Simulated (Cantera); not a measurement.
Feed: 1 mol PbS, a varied amount of H2, at 1300 K and 0.0470 bar.

These are equilibrium values from Cantera (NASA tables, ideal gas, pure condensed phases), not measurements of a reactor. Candidate condensed phases: Pb, PbS, S; 10 gas species. Kinetics and transport are ignored.

x: gas mole fraction; nothing condenses.

```tsv
n(H2) (mol)	x H2	x PbS	x Pb	x H2S	x S2	x SH
0.37	0.234	0.684	0.0430	0.0350	0.00388	0.000195
0.56	0.318	0.594	0.0451	0.0395	0.00266	0.000189
0.85	…	…	0.0459	0.0422	…	0.000176
1.3	0.522	0.389	0.0450	0.0425	0.00115	0.000158
2	0.625	0.291	0.0422	0.0406	0.000727	0.000138
3	…	…	…	…	…	…
4.6	0.789	0.145	0.0332	0.0325	0.000293	9.85e-5
7	0.847	0.0969	0.0280	0.0276	0.000183	8.07e-5
11	0.894	0.0606	0.0227	0.0224	0.000109	6.39e-5
16	0.922	0.0401	0.0188	0.0186	6.98e-5	5.20e-5
25	0.947	0.0238	0.0146	0.0145	4.05e-5	4.01e-5
38	0.963	0.0142	0.0114	0.0113	2.39e-5	3.11e-5
57	0.974	0.00842	0.00882	0.00877	1.40e-5	2.39e-5
```

Task: Some entries are withheld; supply them.

Result: 
- 0.85, x H2: 0.416
- 0.85, x PbS: 0.494
- 0.85, x S2: 0.00177
- 3, x H2: 0.712
- 3, x PbS: 0.212
- 3, x Pb: 0.0382
- 3, x H2S: 0.0372
- 3, x S2: 0.000469
- 3, x SH: 0.000118
